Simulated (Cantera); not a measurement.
Input: 1 mol Si, 1.4 mol HF, a varied amount of N2, equilibrated at 1148 K and 1.00 bar.

These are equilibrium values from Cantera (NASA tables, ideal gas, pure condensed phases), not measurements of a reactor. Candidate condensed phases: Si, Si3N4; 37 gas species. N2 is the only nitrogen source here; it is nearly inert below about 1500 K, so the nitride shown seldom forms there in practice. The tables' values for SiF3 are old estimates; treat these amounts as uncertain. The numbers say what is thermodynamically allowed, not how fast it happens.

x: gas mole fraction; n: condensed amount in mol.

| n(N2) (mol) | x N2 | x H2 | x SiF4 | x HF | x SiHF3 | x SiF3 | x NH3 | n Si3N4(s) |
|---|---|---|---|---|---|---|---|---|
| 2.8 | 0.693 | 0.204 | 0.102 | 0.000910 | ___ | 3.43e-5 | 1.89e-5 | 0.217 |
| 5.1 | 0.816 | 0.122 | 0.0609 | 0.000636 | ___ | 2.27e-5 | 9.48e-6 | 0.217 |
| 9.2 | 0.893 | 0.0710 | 0.0355 | 0.000430 | ___ | 1.49e-5 | 4.41e-6 | 0.217 |
| 17 | 0.940 | 0.0396 | 0.0198 | 0.000280 | ___ | 9.51e-6 | 1.88e-6 | 0.217 |
| 30 | 0.966 | 0.0228 | 0.0114 | 0.000186 | ___ | 6.26e-6 | 8.31e-7 | 0.217 |
| 53 | 0.980 | 0.0130 | 0.00648 | 0.000122 | ___ | 4.10e-6 | 3.61e-7 | 0.217 |
| 96 | 0.989 | 0.00720 | 0.00360 | 7.86e-5 | ___ | 2.63e-6 | 1.50e-7 | 0.217 |

**Question.** Complete the blanks.

**Answer.** 
- 2.8, x SiHF3: 0.000406
- 5.1, x SiHF3: 0.000208
- 9.2, x SiHF3: 0.000104
- 17, x SiHF3: 4.96e-5
- 30, x SiHF3: 2.48e-5
- 53, x SiHF3: 1.23e-5
- 96, x SiHF3: 5.85e-6
